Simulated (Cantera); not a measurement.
What does this Cantera script print?

```python
import numpy as np
import cantera as ct

gas_names = """
    C CN CO CO2 C2 CCN CNC C2N2 C2O C3 C3O2 C4 C4N2 C5 N NCO NO NO2 NO3 N2 N2O O O2 O3 Si SiC SiC2 SiN
    SiO SiO2 Si2 Si2C Si2N Si3
""".split()
cond_names = """
    C(gr) Si(cr) Si(L) SiC(b) SiO2(Lqz) SiO2(hqz) SiO2(L) Si2N2O(s) Si3N4(a)
""".split()


# ... load() reads the species with a 1 bar reference pressure and builds the phases ...
atoms = {
    'Si': {'Si': 1},
    'CO2': {'C': 1, 'O': 2},
    'N2': {'N': 2},
    'N2O': {'N': 2, 'O': 1},
}
top_T = {'C(gr)': 4500, 'SiC(b)': 3050, 'Si2N2O(s)': 2100, 'Si3N4(a)': 2400}  # K; cautious upper limits of use, not melting points


# ... equilibrate(T, P, feed) seeds the gas with the atoms and calls Mixture.equilibrate('TP', solver="vcs", rtol=1e-11, max_steps=5000) ...
results = []
T = 1500  # K
P = 10000  # Pa
for m in [7.7, 16, 34, 72, 150, 320, 670]:
    feed = {'Si': 1, 'CO2': 0.014, 'N2': m, 'N2O': 2.9}  # mol
    mix = equilibrate(T, P, feed)
    results.append((T, P, feed, dict(zip(mix.species_names, mix.species_moles))))

top = {s: max(r[3][s] / sum(r[3][g] for g in gas_names) for r in results) for s in gas_names}
cols = sorted((s for s in top if top[s] > 0.0001), key=lambda s: -top[s])[:5]
seen = [c for c in cond_names if any(r[3].get(c, 0) > 1e-12 for r in results)]
print("log10 of partial pressures in bar; condensed amounts in mol")
print(f"{'n(N2)':>10s}" + "".join(f"{s[:9]:>10s}" for s in cols + seen))
for T, P, feed, n in results:
    ng = sum(n[g] for g in gas_names)
    print(f"{feed['N2']:10.4g}" + "".join(f"{np.log10(max(n[s] / ng * P / 1e5, 1e-99)):10.3f}" for s in cols)
          + "".join(f"{n.get(c, 0):10.4g}" for c in seen))
```

It prints:

```
log10 of partial pressures in bar; condensed amounts in mol
     n(N2)        N2        O2       CO2        NO SiO2(hqz)
       7.7    -1.019    -2.394    -3.898    -4.228         1
        16    -1.011    -2.638    -4.141    -4.346         1
        34    -1.005    -2.925    -4.426    -4.487         1
        72    -1.003    -3.232    -4.731    -4.639         1
       150    -1.001    -3.545    -5.040    -4.795         1
       320    -1.001    -3.874    -5.364    -4.959         1
       670    -1.000    -4.200    -5.682    -5.122         1
```

These are equilibrium values from Cantera (NASA tables, ideal gas, pure condensed phases), not measurements of a reactor. The tables hold silica as quartz up to 1696 K and as liquid above; real silica turns to tridymite and cristobalite and melts near 1996 K.
